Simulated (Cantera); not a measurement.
## Stirred combustor or abatement burner

A perfectly stirred reactor is fed with 26.4 % H₂, 8.80 % O₂, 62.6 % N₂, 2.17 % H₂O, equivalence ratio 1.5, at 17.0 bar; it is adiabatic with a 800 K inlet, and is followed from long to short residence time, starting on the burning branch (τ in s: 0.13, 0.052, 0.021, 0.0088, 0.0036, 0.0015, 0.00062, 0.00026, 0.00011, 4.4e-05, 1.8e-05, 7.4e-06).

Detailed kinetics in Cantera: the H2/O2 subset of GRI-Mech 3.0, which has no nitrogen chemistry. The hydrogen kinetics of GRI-Mech 3.0 are dated; newer H2 mechanisms differ, most at raised pressure. The pressure lies above the range GRI-Mech 3.0 was tuned for (to about 10 atm).

```
τ (s)    T (K)    x H₂      x O₂  x H₂O   x H₂O₂       x H
-------  -----  ------  --------  -----  -------  --------
0.13      2092  0.0967   8.53e-6  0.217  2.14e-9  0.000272
0.052     2092  0.0966   1.77e-5  0.217  4.22e-9  0.000328
0.021     2091  0.0966   3.34e-5  0.216  9.03e-9  0.000434
0.0088    2089  0.0966   5.75e-5  0.216  1.93e-8  0.000609
0.0036    2086  0.0966   9.69e-5  0.216  4.15e-8  0.000897
0.0015    2082  0.0965  0.000160  0.216  8.48e-8   0.00133
0.00062   2076  0.0964  0.000265  0.215  1.64e-7   0.00199
0.00026   2066  0.0963  0.000438  0.215  2.91e-7   0.00294
0.00011   2052  0.0963  0.000724  0.213  4.73e-7   0.00430
4.4e-5    2029  0.0964   0.00125  0.211  7.38e-7   0.00640
1.8e-5    1994  0.0969   0.00216  0.208  1.08e-6   0.00931
7.4e-6    1943  0.0984   0.00380  0.203  1.56e-6    0.0131
```
x: mole fraction; the columns are a selection and need not sum to one.
